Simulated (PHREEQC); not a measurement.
Make-up at 25 °C: 0.0024 mol HF, 1e-05 mol CsF, 0.00052 mol (NH4)2SiF6 and 0.0102 mol HCl per kg of water. Closed to the air; pH follows from the charge balance.

Computed with PHREEQC (ion-association model, wateq4f.dat).

Problem. The ionic strength comes out as 0.0115 mol/kgw. What activity coefficients do NH4+, Cs+, SiF6-2, HF2-, Cl- get?

Solution. NH4+ 0.90, Cs+ 0.90, SiF6-2 0.65, HF2- 0.89, Cl- 0.89.

Precipitation was switched off in this run. Saturation is exceeded, for instance for Quartz (slow to form); the values hold only as long as no solid forms. SiF6-2 is the database's only silicon fluoride.
